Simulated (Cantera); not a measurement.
A closed system holds: 1 mol C₂H₆, a varied amount of CO₂, 0.12 mol NH₃, equilibrated at 1898 K and 25.0 Pa.

Cantera equilibrium calculation (NASA polynomials, part measured and part estimated; ideal gas, pure solids and liquids). Candidate condensed phases: C, C₆H₆, C₇H₈, C₈H₁₈, H₂O; 136 gas species. Equilibrium is a limit: real reactors are often held back by kinetics, nucleation or transport.

x: gas mole fraction; n: condensed amount in mol.

```
n(CO₂) (mol)   x H₂   x CO    x H₂O     x CO₂     x H     x N₂     x HCN  n C(graphite)
------------  -----  -----  -------  --------  ------  -------  --------  -------------
0.7           0.651  0.296  8.66e-9  9.36e-10  0.0399   0.0122  0.000861            [?]
1.1           0.555  0.397  9.91e-9   1.69e-9  0.0368   0.0104  0.000735            [?]
1.5           0.483  0.473  1.03e-8   2.39e-9  0.0344  0.00911  0.000641            [?]
1.9           0.428  0.531  1.02e-8   3.02e-9  0.0323  0.00809  0.000568            [?]
2.3           0.371  0.551   0.0288    0.0102  0.0301  0.00784  1.67e-10              0
2.7           0.320  0.558   0.0611    0.0254  0.0279  0.00745  6.19e-11              0
3.1           0.276  0.561   0.0872    0.0422  0.0260  0.00710  3.41e-11              0
```

**Question.** What belongs in the gaps?

**Answer.** 
- 0.7, n C(graphite): 1.29
- 1.1, n C(graphite): 0.893
- 1.5, n C(graphite): 0.493
- 1.9, n C(graphite): 0.0934
